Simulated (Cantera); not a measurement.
What does this Cantera script print?

```python
import numpy as np
import cantera as ct

gas_names = """
    C CO CO2 C2 C2O C3 C3O2 C4 C5 Fe FeC5O5 FeO O O2 O3
""".split()
cond_names = """
    C(gr) Fe(a) Fe(c) Fe(d) Fe(L) FeC5O5(L) FeO(s) FeO(L) Fe2O3(s) Fe3O4(s)
""".split()


# ... load() reads the species with a 1 bar reference pressure and builds the phases ...
atoms = {
    'Fe3O4': {'Fe': 3, 'O': 4},
    'C': {'C': 1},
    'CO': {'C': 1, 'O': 1},
}
top_T = {'C(gr)': 4500, 'Fe2O3(s)': 1830, 'Fe3O4(s)': 1870}  # K; cautious upper limits of use, not melting points


# ... equilibrate(T, P, feed) seeds the gas with the atoms and calls Mixture.equilibrate('TP', solver="vcs", rtol=1e-11, max_steps=5000) ...
results = []
feed = {'Fe3O4': 1, 'C': 6.5, 'CO': 0.14}  # mol
T = 1125  # K
P = 133.322  # Pa
mix = equilibrate(T, P, feed)
results.append((T, P, feed, dict(zip(mix.species_names, mix.species_moles))))
print(gas.report(threshold=0.0001))
for i in range(1, mix.n_phases):
    print(f"{mix.phase(i).name:16s} {mix.phase_moles(i):12.5e} mol")
```

Result:

```
       temperature   1125 K
          pressure   133.32 Pa
           density   0.00039925 kg/m^3
  mean mol. weight   28.011 kg/kmol
   phase of matter   gas

                          1 kg             1 kmol
                     ---------------   ---------------
          enthalpy        -3.023e+06       -8.4678e+07  J
   internal energy       -3.3569e+06       -9.4031e+07  J
           entropy             10479        2.9354e+05  J/K
    Gibbs function       -1.4812e+07       -4.1491e+08  J
 heat capacity c_p            1204.9             33751  J/K
 heat capacity c_v            908.08             25436  J/K

                      mass frac. Y      mole frac. X     chem. pot. / RT
                     ---------------   ---------------   ---------------
                CO           0.99988           0.99992           -44.354
     [  +14 minor]        0.00012245        7.7937e-05

C(gr)             2.50032e+00 mol
Fe(a)             3.00000e+00 mol
FeC5O5(L)         0.00000e+00 mol
FeO(s)            0.00000e+00 mol
Fe2O3(s)          0.00000e+00 mol
Fe3O4(s)          0.00000e+00 mol
```

Cantera equilibrium calculation (NASA polynomials, part measured and part estimated; ideal gas, pure solids and liquids). Condensed phases not in the tables: cementite and carbon dissolved in iron.
